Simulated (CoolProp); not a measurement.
Properties of trans-2-butene at several states (Tc = 428.6 K, pc = 4.019 MPa, ω = 0.210).

Computed with CoolProp (reference Helmholtz-energy equation of state, Lemmon 2005). It is a short technical equation, of lower accuracy than the large ones.

```tsv
T (K)	p (MPa)	phase	cp (kJ/(kg K))	speed of sound (m/s)	expansivity (1/kK)	fugacity coefficient
407.8	15.8	liquid	[?]	636.8	[?]	[?]
326.6	1.12	liquid	2.482	779.1	[?]	[?]
213.2	0.098	liquid	2.034	1386	[?]	0.04627
```

Q: What belongs in the gaps?

A: 
- 407.8, cp (kJ/(kg K)): 2.731
- 407.8, expansivity (1/kK): 2.545
- 407.8, fugacity coefficient: 0.2030
- 326.6, expansivity (1/kK): 2.397
- 326.6, fugacity coefficient: 0.4273
- 213.2, expansivity (1/kK): 1.479
